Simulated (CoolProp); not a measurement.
A simple Rankine cycle with cis-2-butene: condensing at 325.15 K, boiler at 2.98 MPa, turbine inlet 429 K, turbine efficiency 0.8, pump efficiency 0.7, no recuperator. Each further row changes one setting.

Computed with CoolProp (reference Helmholtz-energy equation of state, Lemmon 2005). It is a short technical equation, of lower accuracy than the large ones.

```
case                             thermal efficiency (%)  net work (kJ/kg)  heat in (kJ/kg)  turbine exit temperature (K)  volume ratio over the turbine
-------------------------------  ----------------------  ----------------  ---------------  ----------------------------  -----------------------------
as stated                                          12.9              62.0              480                         357.1                           7.36
turbine inlet 449 K                                13.1              69.7              533                         382.2                           6.92
condensing temperature 317.15 K                    14.0              70.1              499                         350.7                           9.11
boiler pressure 2.09 MPa                           11.2              57.2              512                         377.6                           4.64
turbine efficiency 0.7                             11.1              53.5              480                         361.8                           7.49
```
